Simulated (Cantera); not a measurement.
**Transport properties of process gases**

Gas mixture: 19.3 % N2O, 80.7 % O2, at 7500 Torr, frozen composition.

Cantera's kinetic-theory transport with the Lennard-Jones parameters of GRI-Mech 3.0, ideal gas; thermal conductivity in the multicomponent form. The composition is frozen, though it would react at the higher temperatures.

```
T (K)  ρ (kg/m³)  cp (J/kg/K)  μ (µPa s)  λ (mW/m/K)     Pr  D (cm²/s) O  D (cm²/s) CO2  D (cm²/s) CH4
-----  ---------  -----------  ---------  ----------  -----  -----------  -------------  -------------
400         10.3        948.5       24.1        31.9  0.717       0.0521         0.0249         0.0361
650         6.35         1044       34.3        49.8  0.719        0.119         0.0592         0.0840
900         4.59         1112       42.9        66.3  0.720        0.206          0.104          0.146
1150        3.59         1152       50.5        80.9  0.719        0.311          0.157          0.220
1400        2.95         1182       57.5        94.5  0.719        0.431          0.219          0.306
1650        2.50         1206       64.0         107  0.719        0.566          0.288          0.402
1900        2.17         1226       70.2         120  0.718        0.715          0.365          0.509
2150        1.92         1244       76.1         132  0.718        0.877          0.448          0.624
```
D: mixture-averaged diffusion coefficient of that species in the mixture.
